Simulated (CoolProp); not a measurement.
Vapour-liquid equilibrium of isohexane (1) + n-heptane (2) at 0.984 MPa; x and y are mole fractions of (1).

Values from CoolProp's multi-fluid Helmholtz-energy mixture model, Lemmon 2006 and Span 2003; pair parameters Bell 2016.

```
x     bubble temperature, mixture model (°C)  bubble temperature, Raoult's law (°C)  y, mixture model  y, Raoult's law
----  --------------------------------------  -------------------------------------  ----------------  ---------------
0.05                                     ___                                  197.0             0.081            0.102
0.15                                     ___                                  190.9             0.231            0.278
0.25                                   186.8                                  185.3               ___            0.424
0.35                                   181.9                                  180.2             0.485            0.546
0.45                                   177.2                                  175.4             0.592            0.649
0.55                                     ___                                  171.0             0.687            0.736
0.65                                   168.3                                  167.0             0.772            0.811
0.75                                   164.2                                  163.1             0.847            0.875
0.85                                   160.2                                  159.6               ___            0.930
0.95                                   156.4                                  156.2               ___            0.978
```

Problem. Some entries are withheld; supply them.

Solution. 
- 0.05, bubble temperature, mixture model (°C): 197.4
- 0.15, bubble temperature, mixture model (°C): 192.0
- 0.25, y, mixture model: 0.365
- 0.55, bubble temperature, mixture model (°C): 172.6
- 0.85, y, mixture model: 0.914
- 0.95, y, mixture model: 0.973

The largest gap from Raoult's law is +1.8 K in bubble temperature, at x = 0.45. No azeotrope shows between x = 0.05 and 0.95.

Pair parameters are fitted to limited data, so mixtures are less certain than the pure fluids.
